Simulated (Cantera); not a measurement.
Input: 1 mol Si, 1.6 mol Br₂, 14 mol N₂, equilibrated at 1323.15 K and 6.60 mbar.

Equilibrium computed with Cantera from the NASA thermochemical tables; the gas is ideal and each condensed phase is pure. Candidate condensed phases: Br₂, Si, Si₃N₄; 13 gas species. N₂ is the only nitrogen source here; it is nearly inert below about 1500 K, so the nitride shown seldom forms there in practice. The tables' values for SiBr₃ are old estimates; treat these amounts as uncertain. The numbers say what is thermodynamically allowed, not how fast it happens.

Base state: N₂ 0.931, SiBr₄ 0.0393, SiBr₂ 0.0179, Br 0.00754, SiBr₃ 0.00433, Br₂ 3.52e-5 (mole fractions); condensed: Si₃N₄(s).

Task: What changes in the equilibrium state with this change: pressure from 6.60 mbar to 0.100 bar?

Result: 
```json
[
 {"species": "N₂", "before": "0.931", "after": "0.943"},
 {"species": "SiBr₄", "before": "0.0393", "after": "0.0516"},
 {"species": "SiBr₂", "before": "0.0179", "after": "0.00212"},
 {"species": "Br", "before": "0.00754", "after": "0.00166"},
 {"species": "SiBr₃", "before": "0.00433", "after": "0.00171"},
 {"species": "Br₂", "before": "3.52e-5", "after": "2.58e-5"},
 {"species": "Si₃N₄(s), mol", "before": "0.0260", "after": "0.0615"}
]
```
